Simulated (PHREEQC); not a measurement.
0.067 g of hydrous ferric oxide (600 m²/g; 0.2 weak and 0.005 strong sites per Fe, Dzombak-Morel constants, diffuse double layer) in 1 kg of water with 0.05 mol/kgw of an inert sodium salt and 9.1e-06 mol/kgw CaCl2, at 25 °C; the pH is set by adding NaOH or the inert anion's acid. Oxygen alone is held at its pressure in air (log pO2 = -0.68). The system is closed to CO2. No solid was allowed to form.

Model: ion-association model, wateq4f.dat, run in PHREEQC.

```
pH    Ca sorbed (%)  surface charge σ (C/m²)  surface potential ψ (mV)
----  -------------  -----------------------  ------------------------
3               0.0                    0.357                       169
3.38            0.0                    0.342                       167
4.12            0.0                      [?]                       158
4.5             0.0                    0.238                       149
4.88            0.0                    0.194                       [?]
5.62            0.0                      [?]                       114
6               0.0                    0.089                       [?]
6.38            0.0                    0.064                       [?]
7.12            0.3                      [?]                        50
7.5             1.1                    0.017                        31
7.88            4.5                      [?]                        12
8.62           28.9                      [?]                       -23
9              49.9                   -0.023                       -40
```

**Question.** What belongs in the gaps?

**Answer.** 
- 4.12, surface charge σ (C/m²): 0.281
- 4.88, surface potential ψ (mV): 139
- 5.62, surface charge σ (C/m²): 0.119
- 6, surface potential ψ (mV): 99
- 6.38, surface potential ψ (mV): 84
- 7.12, surface charge σ (C/m²): 0.030
- 7.88, surface charge σ (C/m²): 0.006
- 8.62, surface charge σ (C/m²): -0.012

The oxide is taken as insoluble; below pH 4 it would dissolve.
